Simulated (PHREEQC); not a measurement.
Solution (25 °C): 5.7 mol LiCl and 2.8e-05 mol H4SiO4 per kg of water. Closed to the air; pH follows from the charge balance.

Equilibrium calculation in PHREEQC: Pitzer model, pitzer.dat.

| quantity | before | after |
|---|---|---|
| pH | 5.72 | 5.79 |
| ionic strength (mol/kgw) | 5.70 | 5.70 |
| H3SiO4- (mol/kgw) | 8.05e-8 | 4.72e-8 |
| SI of SiO2(a) (SiO2) | -1.15 | -1.45 |

**Question.** What was changed between the two runs?
A) diluted 100-fold with water
B) H4SiO4 from 2.8e-05 to 1.4e-05 mol/kgw
C) H4SiO4 replaced by Na2SiO3 at the same molality
D) LiCl left out

**Answer.** B, H4SiO4 from 2.8e-05 to 1.4e-05 mol/kgw

No solid was allowed to form. In brines, pH and single-ion activities rest on the MacInnes convention.
